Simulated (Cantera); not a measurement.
A closed system holds: 1 mol C2H5OH, 0.16 mol CO2, 0.2 mol N2, at 2973.15 K and 0.133 bar.

Equilibrium computed with Cantera from the NASA thermochemical tables; the gas is ideal and each condensed phase is pure. Candidate condensed phases: C, C6H6, C7H8, C8H18, H2O; 136 gas species. The numbers say what is thermodynamically allowed, not how fast it happens.

Base state: H2 0.411, H 0.255, CO 0.254, N2 0.0261, C2H2 (acetylene) 0.0237, HCN 0.0198, HNC 0.00365, C2H 0.00243 (mole fractions); condensed: C(graphite).

Q: What changes in the equilibrium state with this change: pressure from 0.133 bar to 0.620 bar?

A: 
| species | before | after |
|---|---|---|
| H2 | 0.411 | 0.509 |
| CO | 0.254 | 0.272 |
| H | 0.255 | 0.132 |
| C2H2 (acetylene) | 0.0237 | 0.0293 |
| HCN | 0.0198 | 0.0226 |
| N2 | 0.0261 | 0.0276 |
| CH4 | 1.81e-6 | 1.29e-5 |
| C2 | 0.000177 | 3.81e-5 |
| C5 | 2.96e-5 | 6.36e-6 |
| C3 | 0.00175 | 0.000377 |
| C(graphite), mol | 0.395 | 0.389 |

Q: What changes in the equilibrium state with this change: N2 from 0.2 to 0.66 mol?

A: 
| species | before | after |
|---|---|---|
| H2 | 0.411 | 0.364 |
| H | 0.255 | 0.240 |
| CO | 0.254 | 0.232 |
| N2 | 0.0261 | 0.0939 |
| HCN | 0.0198 | 0.0353 |
| C2H2 (acetylene) | 0.0237 | 0.0209 |
| C2N2 | 2.20e-5 | 7.91e-5 |
| CN | 0.00123 | 0.00234 |
| HNC | 0.00365 | 0.00651 |
| C(graphite), mol | 0.395 | 0.277 |
